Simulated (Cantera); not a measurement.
# Adiabatic ignition

An adiabatic, constant-volume homogeneous reactor starts with 3.64 % CH4, 20.2 % O2, 76.1 % N2, equivalence ratio 0.36, at 1498 K and 1.40 bar.

Cantera simulation using GRI-Mech 3.0 (53 species, 325 reactions); the numbers are that mechanism's predictions, not measurements.

```json
[
 {"t (s)": "3.00e-6", "T (K)": "1498", "P (bar)": "1.40", "x CH4": "0.0364", "x O2": "0.202", "x CH2CO": "<1e-12", "x CH3": "2.18e-7", "x O": "5.94e-9", "x HCN": "<1e-12", "x H2": "1.36e-8"},
 {"t (s)": "9.72e-6", "T (K)": "1498", "P (bar)": "1.40", "x CH4": "0.0364", "x O2": "0.202", "x CH2CO": "<1e-12", "x CH3": "8.06e-7", "x O": "8.26e-9", "x HCN": "<1e-12", "x H2": "5.23e-8"},
 {"t (s)": "3.15e-5", "T (K)": "1498", "P (bar)": "1.40", "x CH4": "0.0364", "x O2": "0.202", "x CH2CO": "<1e-12", "x CH3": "3.13e-6", "x O": "1.66e-8", "x HCN": "<1e-12", "x H2": "2.19e-7"},
 {"t (s)": "0.000102", "T (K)": "1498", "P (bar)": "1.40", "x CH4": "0.0364", "x O2": "0.202", "x CH2CO": "4.32e-12", "x CH3": "1.64e-5", "x O": "6.51e-8", "x HCN": "<1e-12", "x H2": "1.47e-6"},
 {"t (s)": "0.000330", "T (K)": "1500", "P (bar)": "1.40", "x CH4": "0.0360", "x O2": "0.202", "x CH2CO": "3.14e-8", "x CH3": "0.000154", "x O": "7.46e-7", "x HCN": "<1e-12", "x H2": "4.23e-5"},
 {"t (s)": "0.00107", "T (K)": "2410", "P (bar)": "2.26", "x CH4": "<1e-12", "x O2": "0.127", "x CH2CO": "<1e-12", "x CH3": "<1e-12", "x O": "0.00220", "x HCN": "<1e-12", "x H2": "0.000491"},
 {"t (s)": "0.00346", "T (K)": "2407", "P (bar)": "2.26", "x CH4": "<1e-12", "x O2": "0.127", "x CH2CO": "<1e-12", "x CH3": "<1e-12", "x O": "0.00215", "x HCN": "<1e-12", "x H2": "0.000482"},
 {"t (s)": "0.0112", "T (K)": "2398", "P (bar)": "2.25", "x CH4": "<1e-12", "x O2": "0.125", "x CH2CO": "<1e-12", "x CH3": "<1e-12", "x O": "0.00204", "x HCN": "<1e-12", "x H2": "0.000466"},
 {"t (s)": "0.0363", "T (K)": "2385", "P (bar)": "2.24", "x CH4": "<1e-12", "x O2": "0.122", "x CH2CO": "<1e-12", "x CH3": "<1e-12", "x O": "0.00188", "x HCN": "<1e-12", "x H2": "0.000441"},
 {"t (s)": "0.118", "T (K)": "2380", "P (bar)": "2.23", "x CH4": "<1e-12", "x O2": "0.121", "x CH2CO": "<1e-12", "x CH3": "<1e-12", "x O": "0.00182", "x HCN": "<1e-12", "x H2": "0.000432"},
 {"t (s)": "0.381", "T (K)": "2380", "P (bar)": "2.23", "x CH4": "<1e-12", "x O2": "0.121", "x CH2CO": "<1e-12", "x CH3": "<1e-12", "x O": "0.00182", "x HCN": "<1e-12", "x H2": "0.000432"},
 {"t (s)": "1.23", "T (K)": "2380", "P (bar)": "2.23", "x CH4": "<1e-12", "x O2": "0.121", "x CH2CO": "<1e-12", "x CH3": "<1e-12", "x O": "0.00182", "x HCN": "<1e-12", "x H2": "0.000432"},
 {"t (s)": "4.00", "T (K)": "2380", "P (bar)": "2.23", "x CH4": "<1e-12", "x O2": "0.121", "x CH2CO": "<1e-12", "x CH3": "<1e-12", "x O": "0.00182", "x HCN": "<1e-12", "x H2": "0.000432"}
]
```
x: mole fraction; the columns are a selection and need not sum to one.

| Item | Result |
|---|---|
| time of steepest temperature rise | 0.645 ms |
| temperature at 4.00 s | 2380 K |
| equilibrium temperature | 2380 K |
| x(CH4) at 4.00 s | <1e-12 (gas-phase equilibrium <1e-12) |
| x(O2) at 4.00 s | 0.121 (gas-phase equilibrium 0.121) |
| x(CH2CO) at 4.00 s | <1e-12 (gas-phase equilibrium <1e-12) |
